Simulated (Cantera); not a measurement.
Input (Python, Cantera) and output of one run.

```python
import numpy as np
import cantera as ct

gas_names = [...]  # 45 gases of nasa_gas.yaml made of Al, Cl, H, N, O
cond_names = """
    AL(cr) AL(L) ALCL3(s) ALCL3(L) ALN(s) AL2O3(a) AL2O3(L) H2O(s) H2O(L) NH4CL(a) NH4CL(b)
""".split()


# ... load() reads the species with a 1 bar reference pressure and builds the phases ...
atoms = {
    'AlCl3': {'AL': 1, 'CL': 3},
    'NH3': {'N': 1, 'H': 3},
    'N2': {'N': 2},
    'O2': {'O': 2},
}
top_T = {'ALN(s)': 2750}  # K; cautious upper limits of use, not melting points


# ... equilibrate(T, P, feed) seeds the gas with the atoms and calls Mixture.equilibrate('TP', solver="vcs", rtol=1e-11, max_steps=5000) ...
results = []
feed = {'AlCl3': 1, 'NH3': 22, 'N2': 3.1, 'O2': 0.31}  # mol
T = 698.15  # K
P = 10000  # Pa
mix = equilibrate(T, P, feed)
results.append((T, P, feed, dict(zip(mix.species_names, mix.species_moles))))
x = sorted(zip(gas.X, gas.species_names), reverse=True)
print(f"T = {T:g} K  P = {P:g} Pa  gas = {mix.phase_moles(0):.4g} mol")
print("   x: " + "  ".join(f"{s} {v:.3e}" for v, s in x if v > 1e-06))
print("   condensed (mol): " + ("  ".join(f"{mix.phase(i).name} {mix.phase_moles(i):.4g}"
      for i in range(1, mix.n_phases) if mix.phase_moles(i) > 1e-12) or "none"))
```

Output:

```
T = 698.15 K  P = 10000 Pa  gas = 48.29 mol
   x: H2 6.561e-01  N2 2.872e-01  HCL 5.367e-02  ALCL3 2.750e-03  NH3 2.733e-04  AL2CL6 3.456e-05
   condensed (mol): ALN(s) 0.4505  AL2O3(a) 0.2067
```

Cantera equilibrium calculation (NASA polynomials, part measured and part estimated; ideal gas, pure solids and liquids). Condensed phases not in the tables: AlOCl.
